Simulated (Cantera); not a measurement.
Adiabatic ignition

An adiabatic, constant-volume homogeneous reactor starts with CH4 : CO : O2 : N2 = 1 : 0.73 : 5.03 : 18.9 (molar parts), equivalence ratio 0.47, at 1550 K and 4.93 atm.

Detailed kinetics in Cantera: GRI-Mech 3.0 (53 species, 325 reactions).

```
t (s)     T (K)  P (bar)   x CH4     x CO    x O2     x CH3    x CH2O
--------  -----  -------  ------  -------  ------  --------  --------
2.00e-6    1550     5.00  0.0390   0.0284   0.196   1.62e-6   5.65e-8
5.79e-6    1550     5.00  0.0390   0.0284   0.196   5.68e-6   5.82e-7
1.68e-5    1550     5.00  0.0389   0.0284   0.196   2.32e-5   6.66e-6
4.85e-5    1551     5.00  0.0387   0.0284   0.196  0.000118   9.66e-5
0.000140   1670     5.41  0.0258   0.0326   0.183   0.00107   0.00218
0.000406   2678     8.59  <1e-12  0.00592   0.102    <1e-12  2.10e-11
0.00118    2662     8.53  <1e-12  0.00565  0.0977    <1e-12  1.92e-11
0.00340    2650     8.49  <1e-12  0.00546  0.0948    <1e-12  1.79e-11
0.00985    2649     8.49  <1e-12  0.00544  0.0945    <1e-12  1.78e-11
0.0285     2649     8.49  <1e-12  0.00544  0.0945    <1e-12  1.78e-11
0.0825     2649     8.49  <1e-12  0.00544  0.0945    <1e-12  1.78e-11
0.239      2649     8.49  <1e-12  0.00544  0.0945    <1e-12  1.78e-11
0.691      2649     8.49  <1e-12  0.00544  0.0945    <1e-12  1.78e-11
2.00       2649     8.49  <1e-12  0.00544  0.0945    <1e-12  1.78e-11
```
x: mole fraction; the columns are a selection and need not sum to one.

```yaml
time_of_steepest_temperature_rise: 0.148 ms
temperature at 2.00 s: 2649 K
equilibrium_temperature: 2649 K
x(CH4) at 2.00 s: <1e-12 (gas-phase equilibrium <1e-12)
x(CO) at 2.00 s: 0.00544 (gas-phase equilibrium 0.00544)
x(O2) at 2.00 s: 0.0945 (gas-phase equilibrium 0.0945)
```
